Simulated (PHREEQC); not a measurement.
Dissolve 180 mmol/kgw CuSO4, 1.9 mmol/kgw HNO3 and 0.16 mmol/kgw Na2SO4 at 25 °C. It is in equilibrium with CO2 at log p = -1 (atm). Otherwise closed; pH follows from the charge balance.

Model: ion-association model, wateq4f.dat, run in PHREEQC.

Precipitation was switched off in this run.

Task: Estimate the pH, ionic strength.

Result: pH 3.33; ionic strength 0.348 mol/kgw.

Task: In which forms is C present?

Result: CO2 98 %, CuHCO3+ 1.7 % of the C.
